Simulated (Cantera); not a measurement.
A Cantera script and what it prints.

```python
import numpy as np
import cantera as ct

gas_names = """
    B BH BH2 BH3 BN B2 H H2 N NH NH2 NH3 N2 N2H2 N2H4
""".split()
cond_names = """
    B(b) B(L) BN(s)
""".split()


# ... load() reads the species with a 1 bar reference pressure and builds the phases ...
atoms = {
    'borazine': {'B': 3, 'N': 3, 'H': 6},
    'H2': {'H': 2},
}
top_T = {'BN(s)': 3200}  # K; cautious upper limits of use, not melting points


# ... equilibrate(T, P, feed) seeds the gas with the atoms and calls Mixture.equilibrate('TP', solver="vcs", rtol=1e-11, max_steps=5000) ...
results = []
feed = {'borazine': 1, 'H2': 4.7}  # mol
for P in [10, 46, 220, 1000, 4600, 22000, 100000]:
    for T in [1175, 1250, 1325, 1400, 1475, 1550, 1625, 1700, 1775, 1850, 1925, 2000]:
        mix = equilibrate(T, P, feed)
        results.append((T, P, feed, dict(zip(mix.species_names, mix.species_moles))))

for T, P, feed, n in results:
    print(f"{T:7g} {P:10.4g}  " + (" + ".join(c for c in cond_names if n.get(c, 0) > 1e-12) or "gas only"))
```

Output:

```
   1175         10  BN(s)
   1250         10  BN(s)
   1325         10  BN(s)
   1400         10  B(b) + BN(s)
   1475         10  B(b) + BN(s)
   1550         10  B(b) + BN(s)
   1625         10  B(b) + BN(s)
   1700         10  B(b) + BN(s)
   1775         10  B(b) + BN(s)
   1850         10  B(b) + BN(s)
   1925         10  B(b)
   2000         10  B(b)
   1175         46  BN(s)
   1250         46  BN(s)
   1325         46  BN(s)
   1400         46  BN(s)
   1475         46  B(b) + BN(s)
   1550         46  B(b) + BN(s)
   1625         46  B(b) + BN(s)
   1700         46  B(b) + BN(s)
   1775         46  B(b) + BN(s)
   1850         46  B(b) + BN(s)
   1925         46  B(b) + BN(s)
   2000         46  B(b)
   1175        220  BN(s)
   1250        220  BN(s)
   1325        220  BN(s)
   1400        220  BN(s)
   1475        220  BN(s)
   1550        220  B(b) + BN(s)
   1625        220  B(b) + BN(s)
   1700        220  B(b) + BN(s)
   1775        220  B(b) + BN(s)
   1850        220  B(b) + BN(s)
   1925        220  B(b) + BN(s)
   2000        220  B(b) + BN(s)
   1175       1000  BN(s)
   1250       1000  BN(s)
   1325       1000  BN(s)
   1400       1000  BN(s)
   1475       1000  BN(s)
   1550       1000  BN(s)
   1625       1000  BN(s)
   1700       1000  B(b) + BN(s)
   1775       1000  B(b) + BN(s)
   1850       1000  B(b) + BN(s)
   1925       1000  B(b) + BN(s)
   2000       1000  B(b) + BN(s)
   1175       4600  BN(s)
   1250       4600  BN(s)
   1325       4600  BN(s)
   1400       4600  BN(s)
   1475       4600  BN(s)
   1550       4600  BN(s)
   1625       4600  BN(s)
   1700       4600  BN(s)
   1775       4600  B(b) + BN(s)
   1850       4600  B(b) + BN(s)
   1925       4600  B(b) + BN(s)
   2000       4600  B(b) + BN(s)
   1175    2.2e+04  BN(s)
   1250    2.2e+04  BN(s)
   1325    2.2e+04  BN(s)
   1400    2.2e+04  BN(s)
   1475    2.2e+04  BN(s)
   1550    2.2e+04  BN(s)
   1625    2.2e+04  BN(s)
   1700    2.2e+04  BN(s)
   1775    2.2e+04  BN(s)
   1850    2.2e+04  BN(s)
   1925    2.2e+04  B(b) + BN(s)
   2000    2.2e+04  B(b) + BN(s)
   1175      1e+05  BN(s)
   1250      1e+05  BN(s)
   1325      1e+05  BN(s)
   1400      1e+05  BN(s)
   1475      1e+05  BN(s)
   1550      1e+05  BN(s)
   1625      1e+05  BN(s)
   1700      1e+05  BN(s)
   1775      1e+05  BN(s)
   1850      1e+05  BN(s)
   1925      1e+05  BN(s)
   2000      1e+05  BN(s)
```

Method: chemical equilibrium by Gibbs-energy minimisation in Cantera with the NASA 1993 tables (ideal gas, pure condensed phases). The feed counts by its element totals alone. Mutual solubility and eutectic melting of coexisting phases are not modelled.
